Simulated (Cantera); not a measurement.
An isothermal, constant-pressure homogeneous reactor starts with C3H8 : H2 = 1 : 2.2 (molar parts), at 1150 K and 0.133 bar. Integrator tolerance rtol = 1e-08.

Detailed kinetics in Cantera: GRI-Mech 3.0 (53 species, 325 reactions). GRI-Mech 3.0 was tuned for natural gas; its chemistry of propane as a main component is partial and can be far from experiment. GRI-Mech 3.0 stops at C3 and has no aromatics, soot or wall deposition, so with more carbon than oxygen in the feed, carbon stays in small species such as C2H2 where larger ones or solid carbon would form.

**Question.** What does this change do: temperature 1150 to 1750 K?

**Answer.** 
```
quantity                                             before                                      after
----------------  -----------------------------------------  -----------------------------------------
x(C3H8) at 300 s    7.99e-6 (gas-phase equilibrium 2.15e-6)  1.26e-11 (gas-phase equilibrium 1.26e-11)
x(H2) at 300 s          0.450 (gas-phase equilibrium 0.308)        0.755 (gas-phase equilibrium 0.755)
x(CH4) at 300 s         0.381 (gas-phase equilibrium 0.589)    0.00362 (gas-phase equilibrium 0.00362)
x(C2H) at 300 s   6.10e-12 (gas-phase equilibrium 1.96e-12)    1.25e-6 (gas-phase equilibrium 1.25e-6)
x(C2H2) at 300 s      0.0641 (gas-phase equilibrium 0.0486)        0.240 (gas-phase equilibrium 0.240)
x(C2H6) at 300 s   0.00172 (gas-phase equilibrium 0.000630)    1.37e-7 (gas-phase equilibrium 1.37e-7)
x(CH2) at 300 s     2.45e-12 (gas-phase equilibrium <1e-12)    4.31e-8 (gas-phase equilibrium 4.31e-8)
```

**Question.** What does this change do: temperature 1150 to 1200 K?

**Answer.** 
| quantity | before | after |
|---|---|---|
| x(C3H8) at 300 s | 7.99e-6 (gas-phase equilibrium 2.15e-6) | 2.35e-6 (gas-phase equilibrium 1.17e-6) |
| x(H2) at 300 s | 0.450 (gas-phase equilibrium 0.308) | 0.478 (gas-phase equilibrium 0.399) |
| x(CH4) at 300 s | 0.381 (gas-phase equilibrium 0.589) | 0.353 (gas-phase equilibrium 0.467) |
| x(C2H) at 300 s | 6.10e-12 (gas-phase equilibrium 1.96e-12) | 2.39e-11 (gas-phase equilibrium 1.28e-11) |
| x(C2H2) at 300 s | 0.0641 (gas-phase equilibrium 0.0486) | 0.0953 (gas-phase equilibrium 0.0816) |
| x(C2H6) at 300 s | 0.00172 (gas-phase equilibrium 0.000630) | 0.000684 (gas-phase equilibrium 0.000421) |
| x(CH2) at 300 s | 2.45e-12 (gas-phase equilibrium <1e-12) | 6.44e-12 (gas-phase equilibrium 3.32e-12) |
